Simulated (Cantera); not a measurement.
Cantera with NASA thermochemical tables; ideal gases at 1 bar, condensed phases pure. Values are per mole of reaction as written; species without (g) are pure solids or liquids, kept so even where they would boil at 1 bar.

B₃O₃F₃(g) = 3 F(g) + 3 O(g) + 3 B

```
T (K)  ΔH° (kJ)  ΔS° (J/K)  ΔG° (kJ)  log10 K  condensed phases
-----  --------  ---------  --------  -------  ----------------
300           …          …         …        …              B(s)
2500          …          …         …        …              B(l)
2525     3538.8      747.9    1650.4   -34.14              B(l)
2550     3539.2      748.0    1631.7   -33.42              B(l)
2575          …          …         …        …              B(l)
2600     3540.0      748.3    1594.3   -32.03              B(l)
2625     3540.4      748.5    1575.6   -31.35              B(l)
```

Some entries are withheld; supply them.


- 300, ΔH° (kJ): 3350.9
- 300, ΔS° (J/K): 634.8
- 300, ΔG° (kJ): 3160.5
- 300, log10 K: -550.28
- 2500, ΔH° (kJ): 3538.4
- 2500, ΔS° (J/K): 747.7
- 2500, ΔG° (kJ): 1669.1
- 2500, log10 K: -34.87
- 2575, ΔH° (kJ): 3539.6
- 2575, ΔS° (J/K): 748.2
- 2575, ΔG° (kJ): 1613.0
- 2575, log10 K: -32.72
